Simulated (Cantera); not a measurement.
Charge: 1 mol Si, a varied amount of HCl, 3.3 mol H2, at 1623 K and 1.10 bar.

Method: chemical equilibrium by Gibbs-energy minimisation in Cantera with the NASA 1993 tables (ideal gas, pure condensed phases). Candidate condensed phases: Si; 19 gas species. The tables' values for SiCl3 are old estimates; treat these amounts as uncertain. The numbers say what is thermodynamically allowed, not how fast it happens.

x: gas mole fraction; n: condensed amount in mol.

| n(HCl) (mol) | x H2 | x HCl | x SiCl2 | x SiCl3 | x SiCl4 | x SiHCl3 | x SiH2Cl2 | n Si(s) |
|---|---|---|---|---|---|---|---|---|
| 0.55 | 0.891 | 0.0794 | 0.0247 | 0.00262 | 0.000648 | 0.00113 | 0.000331 | 0.887 |
| 0.63 | 0.880 | 0.0851 | … | 0.00329 | … | … | … | 0.864 |
| 0.73 | 0.867 | 0.0913 | 0.0337 | 0.00416 | 0.00120 | 0.00176 | 0.000438 | 0.835 |
| 0.84 | 0.854 | 0.0973 | 0.0388 | 0.00515 | 0.00159 | 0.00217 | 0.000498 | 0.802 |
| 0.96 | 0.841 | 0.103 | 0.0441 | 0.00624 | 0.00206 | 0.00261 | 0.000557 | 0.765 |
| 1.1 | 0.827 | 0.109 | 0.0500 | 0.00753 | 0.00265 | 0.00312 | 0.000621 | 0.721 |
| 1.3 | 0.809 | 0.116 | 0.0577 | 0.00935 | 0.00353 | 0.00383 | 0.000702 | 0.658 |
| 1.5 | 0.793 | 0.121 | 0.0648 | 0.0111 | 0.00446 | 0.00451 | 0.000772 | 0.595 |
| 1.7 | 0.778 | 0.126 | … | 0.0128 | … | … | 0.000834 | … |
| 2 | 0.759 | 0.132 | 0.0802 | 0.0153 | 0.00681 | 0.00607 | 0.000913 | 0.433 |
| 2.3 | 0.742 | 0.137 | 0.0880 | 0.0176 | 0.00821 | 0.00690 | 0.000980 | 0.335 |

Question: Complete the blanks.

Answer: 
- 0.63, x SiCl2: 0.0288
- 0.63, x SiCl4: 0.000877
- 0.63, x SiHCl3: 0.00141
- 0.63, x SiH2Cl2: 0.000380
- 1.7, x SiCl2: 0.0714
- 1.7, x SiCl4: 0.00540
- 1.7, x SiHCl3: 0.00516
- 1.7, n Si(s): 0.530
